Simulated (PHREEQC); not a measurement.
# Sulfide liquor (model solution)

Solution (25 °C): 0.0037 mol/kgw NaHS and 0.00044 mol/kgw NaHCO3. Closed to the air; pH follows from the charge balance.

Computed with PHREEQC (ion-association model, phreeqc.dat).

Precipitation was switched off in this run.

**Question.** Estimate the pH, ionic strength.

**Answer.** pH 8.96; ionic strength 0.00416 mol/kgw.

**Question.** In which forms is C present?

**Answer.** HCO3- 94 %, CO3-2 5.0 % of the C.

Species that the database lacks are ignored.
